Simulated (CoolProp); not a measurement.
Methanol at several states: Z from the reference equation and from simpler models built on Tc = 240.2 °C, pc = 8.216 MPa, ω = 0.565; each cubic takes its own stable root.

The numbers come from the reference Helmholtz-energy equation of state, de Reuck 1993 in CoolProp.

| T (°C) | p (MPa) | phase | reference |
|---|---|---|---|
| 157.95 | 1.52 | gas | 0.8072 |
| -86.85 | 0.0257 | liquid | 0.0005947 |
| 217.55 | 0.926 | gas | 0.9541 |
| -70.05 | 3.5 | liquid | 0.07553 |

**Question.** How far does each simpler model (van der Waals, Redlich-Kwong, Soave-Redlich-Kwong) lie from the reference over these 4 states: mean and median of the absolute difference, and the worst?

**Answer.** 
- van der Waals: mean 56.3 %, median 59.0 %, worst +106.5 % at -86.85 °C and 0.0257 MPa
- Redlich-Kwong: mean 21.6 %, median 24.0 %, worst +38.5 % at -86.85 °C and 0.0257 MPa
- Soave-Redlich-Kwong: mean 18.8 %, median 20.4 %, worst +34.4 % at -86.85 °C and 0.0257 MPa
